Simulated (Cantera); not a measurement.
What does this Cantera script print?

```python
import numpy as np
import cantera as ct

gas_names = """
    H HNO HNO2 HNO3 HO2 H2 H2O H2O2 N NH NH2 NH3 NH2OH NO NO2 NO3 N2 N2H2 N2H4 N2O O OH O2 O3 Si SiH
    SiH2 SiH3 SiH4 SiN SiO SiO2 Si2 Si2N Si3
""".split()
cond_names = """
    H2O(s) H2O(L) Si(cr) Si(L) SiO2(Lqz) SiO2(hqz) SiO2(L) Si2N2O(s) Si3N4(a)
""".split()


def load(file, names, dense=False):
    # The tables refer to 1 bar. Condensed volumes are neglected.
    table = {s.name: s for s in ct.Species.list_from_file(file)}
    out = []
    for n in names:
        d = dict(table[n].input_data)
        d["thermo"] = dict(d["thermo"], **{"reference-pressure": 1e5})
        if dense:
            d["equation-of-state"] = {"model": "constant-volume", "density": "1e6 g/cm^3"}
        out.append(ct.Species.from_dict(d))
    return out


gas = ct.Solution(thermo="ideal-gas", species=load("nasa_gas.yaml", gas_names))
cond = {s.name: ct.Solution(thermo="fixed-stoichiometry", species=[s], name=s.name)
        for s in load("nasa_condensed.yaml", cond_names, dense=True)}
atoms = {
    'Si3N4': {'Si': 3, 'N': 4},
    'N2O': {'N': 2, 'O': 1},
    'H2': {'H': 2},
}
top_T = {'Si2N2O(s)': 2100, 'Si3N4(a)': 2400}  # K; cautious upper limits of use, not melting points


def equilibrate(T, P, feed):
    n = {}
    for name, mol in feed.items():
        for a, k in atoms[name].items():
            n[a] = n.get(a, 0.0) + k * mol
    gas.TPX = T, P, n
    mass = sum(n.values()) * gas.mean_molecular_weight
    gas.equilibrate("TP")
    valid = [c for c in cond.values() if c.min_temp <= T <= top_T.get(c.name, c.max_temp)]
    mix = ct.Mixture([(gas, mass / gas.mean_molecular_weight)] + [(c, 0.0) for c in valid])
    mix.T, mix.P = T, P
    mix.equilibrate("TP", solver="vcs", rtol=1e-11, max_steps=5000)
    return mix


results = []
feed = {'Si3N4': 1, 'N2O': 0.69, 'H2': 250}  # mol
P = 101325  # Pa
for T in [1323, 1473, 1623, 1773, 1923, 2073, 2223]:
    mix = equilibrate(T, P, feed)
    results.append((T, P, feed, dict(zip(mix.species_names, mix.species_moles))))
    x = sorted(zip(gas.X, gas.species_names), reverse=True)
    print(f"T = {T:g} K  P = {P:g} Pa  gas = {mix.phase_moles(0):.4g} mol")
    print("   x: " + "  ".join(f"{s} {v:.3e}" for v, s in x if v > 0.001))
    print("   condensed (mol): " + ("  ".join(f"{mix.phase(i).name} {mix.phase_moles(i):.4g}"
          for i in range(1, mix.n_phases) if mix.phase_moles(i) > 1e-12) or "none"))
```

Output:

```
T = 1323 K  P = 101325 Pa  gas = 250.9 mol
   x: H2 9.963e-01  N2 3.663e-03
   condensed (mol): Si2N2O(s) 0.69  Si3N4(a) 0.54
T = 1473 K  P = 101325 Pa  gas = 250.9 mol
   x: H2 9.963e-01  N2 3.665e-03
   condensed (mol): Si2N2O(s) 0.69  Si3N4(a) 0.54
T = 1623 K  P = 101325 Pa  gas = 250.9 mol
   x: H2 9.963e-01  N2 3.669e-03
   condensed (mol): Si2N2O(s) 0.6883  Si3N4(a) 0.5404
T = 1773 K  P = 101325 Pa  gas = 251.5 mol
   x: H2 9.939e-01  N2 5.555e-03
   condensed (mol): Si(L) 0.6819  Si2N2O(s) 0.6371  Si3N4(a) 0.3278
T = 1923 K  P = 101325 Pa  gas = 253.5 mol
   x: H2 9.856e-01  N2 1.061e-02  SiO 2.720e-03
   condensed (mol): Si(L) 2.285
T = 2073 K  P = 101325 Pa  gas = 253.7 mol
   x: H2 9.838e-01  N2 1.060e-02  SiO 2.718e-03  H 2.591e-03
   condensed (mol): Si(L) 2.228
T = 2223 K  P = 101325 Pa  gas = 254.3 mol
   x: H2 9.794e-01  N2 1.057e-02  H 6.298e-03  SiO 2.712e-03
   condensed (mol): Si(L) 2.052
```

Equilibrium computed with Cantera from the NASA thermochemical tables; the gas is ideal and each condensed phase is pure. Mutual solubility and eutectic melting of coexisting phases are not modelled. Gases not in the tables: Si2H6 and higher silanes.
